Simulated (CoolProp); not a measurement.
Properties of n-perfluorohexane along the isobar 10 MPa (Tc = 174.9 °C, pc = 1.742 MPa, ω = 0.497).

Values from CoolProp's reference Helmholtz-energy equation of state, Gao 2022.

| T (°C) | phase | density (kg/m³) | cp (kJ/(kg K)) | speed of sound (m/s) | Joule-Thomson coefficient (K/MPa) |
|---|---|---|---|---|---|
| -53.85 | liquid | 1919 | 0.9213 | 756.8 | -0.3941 |
| -38.45 | liquid | 1879 | 0.9437 | 720.9 | -0.3807 |
| -23.05 | liquid | 1839 | 0.9663 | 685.4 | -0.3663 |
| -7.65 | liquid | 1800 | 0.9887 | 650.4 | -0.3508 |
| 7.65 | liquid | 1761 | 1.010 | 616.0 | -0.3341 |
| 23.05 | liquid | 1722 | 1.032 | 581.5 | -0.3157 |
| 38.45 | liquid | 1682 | 1.052 | 547.2 | -0.2953 |
| 53.85 | liquid | 1642 | 1.072 | 513.1 | -0.2725 |
| 69.25 | liquid | 1602 | 1.091 | 479.4 | -0.2467 |
| 84.55 | liquid | 1560 | 1.109 | 446.3 | -0.2174 |
| 99.95 | liquid | 1518 | 1.126 | 413.8 | -0.1834 |
| 115.35 | liquid | 1474 | 1.143 | 382.2 | -0.1442 |
| 130.75 | liquid | 1429 | 1.159 | 351.9 | -0.09880 |
| 146.05 | liquid | 1384 | 1.173 | 323.4 | -0.04673 |
| 161.45 | liquid | 1336 | 1.187 | 296.7 | 0.01346 |
| 176.85 | supercritical | 1287 | 1.200 | 272.2 | 0.08209 |
